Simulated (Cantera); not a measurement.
# Metals in furnace atmospheres: Ti + H2O + CO

Charge: 1 mol Ti, 2.2 mol H2O, 0.38 mol CO, held at 0.100 bar.

Method: chemical equilibrium by Gibbs-energy minimisation in Cantera with the NASA 1993 tables (ideal gas, pure condensed phases). Candidate condensed phases: C, C6H6, C7H8, C8H18, H2O, Ti, TiC, TiO, TiO2, Ti2O3, Ti3O5, Ti4O7; 113 gas species. Mutual solubility and eutectic melting of coexisting phases are not modelled. Condensed phases not in the tables: Magnéli phases beyond Ti4O7. Gases not in the tables: TiO(OH)2. Rates play no part.

```json
[
 {"T (K)": "1700", "x H2": "0.779", "x H2O": "0.0735", "x CO": "0.143", "x CO2": "0.00396", "x H": "0.000411", "x OH": "2.01e-6", "x TiO2": "3.32e-9", "n TiO2(rutile)": "1.00", "n Ti4O7(s)": "0", "n Ti4O7(l)": "0"},
 {"T (K)": "1750", "x H2": "0.778", "x H2O": "0.0737", "x CO": "0.143", "x CO2": "0.00375", "x H": "0.000649", "x OH": "3.60e-6", "x TiO2": "1.15e-8", "n TiO2(rutile)": "1.00", "n Ti4O7(s)": "0", "n Ti4O7(l)": "0"},
 {"T (K)": "1800", "x H2": "0.772", "x H2O": "0.0798", "x CO": "0.143", "x CO2": "0.00388", "x H": "0.000995", "x OH": "6.80e-6", "x TiO2": "3.69e-8", "n TiO2(rutile)": "0.935", "n Ti4O7(s)": "0.0161", "n Ti4O7(l)": "0"},
 {"T (K)": "1850", "x H2": "0.751", "x H2O": "0.100", "x CO": "0.142", "x CO2": "0.00475", "x H": "0.00148", "x OH": "1.46e-5", "x TiO2": "1.11e-7", "n TiO2(rutile)": "0.713", "n Ti4O7(s)": "0.0717", "n Ti4O7(l)": "0"},
 {"T (K)": "1900", "x H2": "0.726", "x H2O": "0.124", "x CO": "0.141", "x CO2": "0.00574", "x H": "0.00214", "x OH": "3.00e-5", "x TiO2": "3.15e-7", "n TiO2(rutile)": "0.457", "n Ti4O7(s)": "0.136", "n Ti4O7(l)": "0"},
 {"T (K)": "1950", "x H2": "0.699", "x H2O": "0.151", "x CO": "0.140", "x CO2": "0.00689", "x H": "0.00303", "x OH": "5.95e-5", "x TiO2": "8.47e-7", "n TiO2(rutile)": "0.167", "n Ti4O7(s)": "0", "n Ti4O7(l)": "0.208"},
 {"T (K)": "2000", "x H2": "0.682", "x H2O": "0.167", "x CO": "0.140", "x CO2": "0.00743", "x H": "0.00425", "x OH": "0.000104", "x TiO2": "1.93e-6", "n TiO2(rutile)": "0", "n Ti4O7(s)": "0", "n Ti4O7(l)": "0.250"}
]
```
x: gas mole fraction; n: condensed amount in mol.

From 1700 K to 1750 K the condensed part is TiO2(rutile). From 1800 K to 1900 K the condensed part is TiO2(rutile) + Ti4O7(s). At 1950 K the condensed part is TiO2(rutile) + Ti4O7(l). At 2000 K the condensed part is Ti4O7(l).
